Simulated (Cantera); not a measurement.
Charge: 1 mol SiO₂, 8.8 mol HBr, 0.42 mol H₂, equilibrated at 0.0133 bar.

Method: chemical equilibrium by Gibbs-energy minimisation in Cantera with the NASA 1993 tables (ideal gas, pure condensed phases). Candidate condensed phases: Br₂, H₂O, Si, SiO₂; 28 gas species. The tables hold silica as quartz up to 1696 K and as liquid above; real silica turns to tridymite and cristobalite and melts near 1996 K. Rates play no part. All values below are at 1298 K.

Base state: HBr 0.940, H₂ 0.0502, Br 0.00945, Br₂ 0.000158, H₂O 7.96e-5, SiBr₄ 3.78e-5 (mole fractions); condensed: SiO₂(β-quartz).

Problem. What changes in the equilibrium state with this change: H₂ from 0.42 to 7.1 mol?

Solution. 
```tsv
species	before	after
HBr	0.940	0.551
H₂	0.0502	0.447
Br	0.00945	0.00186
SiBr₄	3.78e-5	1.27e-5
Br₂	0.000158	6.11e-6
H₂O	7.96e-5	4.73e-5
SiO₂(β-quartz), mol	1.000	1.000
```

Problem. What changes in the equilibrium state with this change: 0.0084 mol O₂ added?

Solution. 
| species | before | after |
|---|---|---|
| HBr | 0.940 | 0.940 |
| H₂ | 0.0502 | 0.0485 |
| Br | 0.00945 | 0.00962 |
| H₂O | 7.96e-5 | 0.00181 |
| SiBr₄ | 3.78e-5 | 7.29e-8 |
| Br₂ | 0.000158 | 0.000164 |
| SiO₂(β-quartz), mol | 1.000 | 1.000 |
